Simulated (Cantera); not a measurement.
A closed system holds: 1 mol SiCl4, 1 mol Cl2, 0.96 mol H2, equilibrated at 1573.15 K and 1 atm.

Equilibrium computed with Cantera from the NASA thermochemical tables; the gas is ideal and each condensed phase is pure. Candidate condensed phases: Si; 19 gas species. The tables' values for SiCl3 are old estimates; treat these amounts as uncertain. Equilibrium is a limit: real reactors are often held back by kinetics, nucleation or transport.

Base state: HCl 0.646, SiCl4 0.336, Cl2 0.00916, Cl 0.00889, SiCl3 0.000289 (mole fractions); condensed: gas only.

Task: What changes in the equilibrium state with this change: H2 from 0.96 to 18 mol?

Result: 
```json
[
 {"species": "H2", "before": "5.46e-6", "after": "0.784"},
 {"species": "HCl", "before": "0.646", "after": "0.167"},
 {"species": "SiCl2", "before": "6.52e-7", "after": "0.0283"},
 {"species": "SiCl4", "before": "0.336", "after": "0.00680"},
 {"species": "Cl2", "before": "0.00916", "after": "4.27e-9"},
 {"species": "SiH2Cl2", "before": "<1e-9", "after": "0.000435"},
 {"species": "SiH3Cl", "before": "<1e-9", "after": "1.33e-5"},
 {"species": "SiHCl3", "before": "3.77e-7", "after": "0.00423"},
 {"species": "Cl", "before": "0.00889", "after": "6.07e-6"}
]
```

Task: What changes in the equilibrium state with this change: temperature from 1573.15 K to 1098 K?

Result: 
| species | before | after |
|---|---|---|
| HCl | 0.646 | 0.649 |
| SiCl4 | 0.336 | 0.338 |
| Cl2 | 0.00916 | 0.0134 |
| Cl | 0.00889 | 0.000170 |
| SiCl3 | 0.000289 | 3.46e-8 |
